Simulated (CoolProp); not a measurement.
Saturation properties of methanol (Tc = 240.2 °C, pc = 8.216 MPa, ω = 0.565).

Values from CoolProp's reference Helmholtz-energy equation of state, de Reuck 1993.

```json
[
 {"T (°C)": "134.65", "p (MPa)": "0.9510", "vapour Z": "___", "liquid conductivity (mW/(m K))": "179"},
 {"T (°C)": "138.05", "p (MPa)": "1.038", "vapour Z": "0.8266", "liquid conductivity (mW/(m K))": "178"},
 {"T (°C)": "141.55", "p (MPa)": "1.133", "vapour Z": "0.8174", "liquid conductivity (mW/(m K))": "178"},
 {"T (°C)": "144.95", "p (MPa)": "1.233", "vapour Z": "0.8081", "liquid conductivity (mW/(m K))": "177"},
 {"T (°C)": "148.35", "p (MPa)": "1.339", "vapour Z": "0.7984", "liquid conductivity (mW/(m K))": "176"},
 {"T (°C)": "151.85", "p (MPa)": "1.456", "vapour Z": "0.7881", "liquid conductivity (mW/(m K))": "176"},
 {"T (°C)": "155.25", "p (MPa)": "___", "vapour Z": "___", "liquid conductivity (mW/(m K))": "175"},
 {"T (°C)": "158.65", "p (MPa)": "1.706", "vapour Z": "0.7669", "liquid conductivity (mW/(m K))": "175"},
 {"T (°C)": "162.05", "p (MPa)": "1.843", "vapour Z": "0.7559", "liquid conductivity (mW/(m K))": "174"},
 {"T (°C)": "165.55", "p (MPa)": "1.993", "vapour Z": "0.7444", "liquid conductivity (mW/(m K))": "173"},
 {"T (°C)": "168.95", "p (MPa)": "2.148", "vapour Z": "0.7330", "liquid conductivity (mW/(m K))": "173"},
 {"T (°C)": "172.35", "p (MPa)": "2.312", "vapour Z": "___", "liquid conductivity (mW/(m K))": "172"},
 {"T (°C)": "175.85", "p (MPa)": "2.490", "vapour Z": "0.7098", "liquid conductivity (mW/(m K))": "172"},
 {"T (°C)": "179.25", "p (MPa)": "2.674", "vapour Z": "0.6985", "liquid conductivity (mW/(m K))": "171"},
 {"T (°C)": "182.65", "p (MPa)": "2.868", "vapour Z": "0.6873", "liquid conductivity (mW/(m K))": "170"}
]
```

Problem. Some entries are withheld; supply them.

Solution. 
- 134.65, vapour Z: 0.8352
- 155.25, p (MPa): 1.577
- 155.25, vapour Z: 0.7776
- 172.35, vapour Z: 0.7216

It boils at 64.5 °C under 1 atm.

Thermal conductivity comes from a separate model (Sykioti 2013).
